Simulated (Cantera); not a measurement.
Cantera run:

```python
import numpy as np
import cantera as ct

gas_names = """
    CL CL2 H HCL H2 N NH NH2 NH3 N2 N2H2 N2H4 Si SiCL SiCL2 SiCL3 SiCL4 SiH SiHCL3 SiH2 SiH2CL2 SiH3
    SiH3CL SiH4 SiN Si2 Si2N Si3
""".split()
cond_names = """
    NH4CL(a) NH4CL(b) Si(cr) Si(L) Si3N4(a)
""".split()


# ... load() reads the species with a 1 bar reference pressure and builds the phases ...
atoms = {
    'Si2Cl6': {'Si': 2, 'CL': 6},
    'N2': {'N': 2},
    'H2': {'H': 2},
}
top_T = {'Si3N4(a)': 2400}  # K; cautious upper limits of use, not melting points


# ... equilibrate(T, P, feed) seeds the gas with the atoms and calls Mixture.equilibrate('TP', solver="vcs", rtol=1e-11, max_steps=5000) ...
results = []
T = 1873  # K
P = 1333.22  # Pa
for m in [6.4, 19, 32, 45, 58, 71, 84, 97]:
    feed = {'Si2Cl6': 1, 'N2': m, 'H2': 12}  # mol
    mix = equilibrate(T, P, feed)
    results.append((T, P, feed, dict(zip(mix.species_names, mix.species_moles))))
    x = sorted(zip(gas.X, gas.species_names), reverse=True)
    print(f"T = {T:g} K  P = {P:g} Pa  n(N2) = {m:g} mol  gas = {mix.phase_moles(0):.4g} mol")
    print("   x: " + "  ".join(f"{s} {v:.3e}" for v, s in x if v > 0.0001))
    print("   condensed (mol): " + ("  ".join(f"{mix.phase(i).name} {mix.phase_moles(i):.4g}"
          for i in range(1, mix.n_phases) if mix.phase_moles(i) > 1e-12) or "none"))
```

Result:

```
T = 1873 K  P = 1333.22 Pa  n(N2) = 6.4 mol  gas = 21.47 mol
   x: H2 4.978e-01  N2 2.981e-01  HCL 1.184e-01  SiCL2 7.894e-02  H 3.944e-03  SiCL 7.319e-04  CL 7.107e-04  Si 6.614e-04  SiCL3 5.677e-04
   condensed (mol): Si(L) 0.2598
T = 1873 K  P = 1333.22 Pa  n(N2) = 19 mol  gas = 34.09 mol
   x: N2 5.573e-01  H2 3.131e-01  HCL 7.454e-02  SiCL2 4.972e-02  H 3.128e-03  Si 6.614e-04  SiCL 5.808e-04  CL 5.640e-04  SiCL3 2.838e-04
   condensed (mol): Si(L) 0.2476
T = 1873 K  P = 1333.22 Pa  n(N2) = 32 mol  gas = 47.11 mol
   x: N2 6.792e-01  H2 2.264e-01  HCL 5.391e-02  SiCL2 3.597e-02  H 2.660e-03  Si 6.614e-04  SiCL 4.940e-04  CL 4.797e-04  SiCL3 1.746e-04
   condensed (mol): Si(L) 0.2357
T = 1873 K  P = 1333.22 Pa  n(N2) = 45 mol  gas = 60.14 mol
   x: N2 7.483e-01  H2 1.772e-01  HCL 4.221e-02  SiCL2 2.817e-02  H 2.353e-03  Si 6.614e-04  SiCL 4.372e-04  CL 4.245e-04  SiCL3 1.210e-04
   condensed (mol): Si(L) 0.224
T = 1873 K  P = 1333.22 Pa  n(N2) = 58 mol  gas = 73.16 mol
   x: N2 7.928e-01  H2 1.456e-01  HCL 3.468e-02  SiCL2 2.314e-02  H 2.133e-03  Si 6.614e-04  SiCL 3.963e-04  CL 3.848e-04
   condensed (mol): Si(L) 0.2124
T = 1873 K  P = 1333.22 Pa  n(N2) = 71 mol  gas = 86.17 mol
   x: N2 8.239e-01  H2 1.235e-01  HCL 2.942e-02  SiCL2 1.963e-02  H 1.965e-03  Si 6.614e-04  SiCL 3.650e-04  CL 3.544e-04
   condensed (mol): Si(L) 0.201
T = 1873 K  P = 1333.22 Pa  n(N2) = 84 mol  gas = 99.19 mol
   x: N2 8.468e-01  H2 1.073e-01  HCL 2.555e-02  SiCL2 1.705e-02  H 1.831e-03  Si 6.614e-04  SiCL 3.401e-04  CL 3.303e-04
   condensed (mol): Si(L) 0.1898
T = 1873 K  P = 1333.22 Pa  n(N2) = 97 mol  gas = 112.2 mol
   x: N2 8.644e-01  H2 9.478e-02  HCL 2.257e-02  SiCL2 1.506e-02  H 1.721e-03  Si 6.614e-04  SiCL 3.197e-04  CL 3.104e-04
   condensed (mol): Si(L) 0.1785
```

Equilibrium computed with Cantera from the NASA thermochemical tables; the gas is ideal and each condensed phase is pure. The feed counts by its element totals alone. The tables' values for SiCl, SiCl3, SiN are old estimates; treat these amounts as uncertain. Gases not in the tables: Si2H6 and higher silanes.
